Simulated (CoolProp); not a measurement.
Computed with CoolProp (reference Helmholtz-energy equation of state, Gao 2020).

Question: Give the vapour pressure (MPa), liquid density (kg/m³), liquid cp (kJ/(kg K)), liquid conductivity (mW/(m K)) of saturated ammonia at 243.5, 336.6 K.

Answer: 
```tsv
T (K)	p (MPa)	liquid density (kg/m³)	liquid cp (kJ/(kg K))	liquid conductivity (mW/(m K))
243.5	0.121	677	4.48	653
336.6	2.84	539	5.31	381
```

Thermal conductivity comes from a separate model (Tufeu 1984).
